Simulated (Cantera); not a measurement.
**Premixed flame**

A freely propagating, adiabatic, planar premixed flame of H2 : O2 : N2 : H2O = 1 : 0.794 : 2.98 : 1.1 (molar parts), equivalence ratio 0.63, unburnt at 600 K and 0.132 atm; mixture-averaged transport, grid criteria slope 0.08 and curve 0.16, no radiation.

Model: the H2/O2 subset of GRI-Mech 3.0, which has no nitrogen chemistry, integrated in Cantera. Burning velocities carry a grid error of a few per cent, more on coarse grids. Lean hydrogen flames are cellular in practice and burn faster than this planar one.

```json
[
 {"z (mm)": "-16.0", "T (K)": "600", "u (m/s)": "3.24", "x H2": "0.170", "x O2": "0.135", "x H2O": "0.187", "x OH": "<1e-8", "x O": "<1e-8", "x H": "<1e-8"},
 {"z (mm)": "-10.7", "T (K)": "600", "u (m/s)": "3.24", "x H2": "0.170", "x O2": "0.135", "x H2O": "0.187", "x OH": "<1e-8", "x O": "<1e-8", "x H": "<1e-8"},
 {"z (mm)": "-8.00", "T (K)": "600", "u (m/s)": "3.24", "x H2": "0.170", "x O2": "0.135", "x H2O": "0.187", "x OH": "<1e-8", "x O": "<1e-8", "x H": "<1e-8"},
 {"z (mm)": "-5.33", "T (K)": "600", "u (m/s)": "3.24", "x H2": "0.170", "x O2": "0.135", "x H2O": "0.187", "x OH": "<1e-8", "x O": "<1e-8", "x H": "1.02e-7"},
 {"z (mm)": "-2.67", "T (K)": "616", "u (m/s)": "3.31", "x H2": "0.164", "x O2": "0.135", "x H2O": "0.190", "x OH": "4.01e-5", "x O": "9.22e-6", "x H": "0.000151"},
 {"z (mm)": "-1.33", "T (K)": "755", "u (m/s)": "3.99", "x H2": "0.138", "x O2": "0.131", "x H2O": "0.208", "x OH": "0.000347", "x O": "0.000197", "x H": "0.00297"},
 {"z (mm)": "0", "T (K)": "1039", "u (m/s)": "5.37", "x H2": "0.0778", "x O2": "0.107", "x H2O": "0.265", "x OH": "0.00161", "x O": "0.00283", "x H": "0.0162"},
 {"z (mm)": "1.33", "T (K)": "1255", "u (m/s)": "6.43", "x H2": "0.0308", "x O2": "0.0754", "x H2O": "0.323", "x OH": "0.00485", "x O": "0.00659", "x H": "0.0242"},
 {"z (mm)": "2.67", "T (K)": "1365", "u (m/s)": "6.96", "x H2": "0.0202", "x O2": "0.0659", "x H2O": "0.341", "x OH": "0.00679", "x O": "0.00712", "x H": "0.0210"},
 {"z (mm)": "5.33", "T (K)": "1481", "u (m/s)": "7.49", "x H2": "0.0165", "x O2": "0.0618", "x H2O": "0.352", "x OH": "0.00810", "x O": "0.00608", "x H": "0.0140"},
 {"z (mm)": "10.7", "T (K)": "1587", "u (m/s)": "7.97", "x H2": "0.0126", "x O2": "0.0589", "x H2O": "0.362", "x OH": "0.00847", "x O": "0.00441", "x H": "0.00776"},
 {"z (mm)": "21.3", "T (K)": "1672", "u (m/s)": "8.35", "x H2": "0.00824", "x O2": "0.0567", "x H2O": "0.372", "x OH": "0.00777", "x O": "0.00275", "x H": "0.00358"},
 {"z (mm)": "42.6", "T (K)": "1732", "u (m/s)": "8.61", "x H2": "0.00451", "x O2": "0.0555", "x H2O": "0.379", "x OH": "0.00624", "x O": "0.00146", "x H": "0.00132"}
]
```
x: mole fraction of selected species; z is measured from the peak of heat release.

```json
{
  "laminar_burning_velocity": "324 cm/s",
  "thermal_thickness": "5.33 mm",
  "peak x(OH)": "0.00848",
  "peak x(O)": "0.00718",
  "peak x(H)": "0.0243",
  "grid_points": "114"
}
```
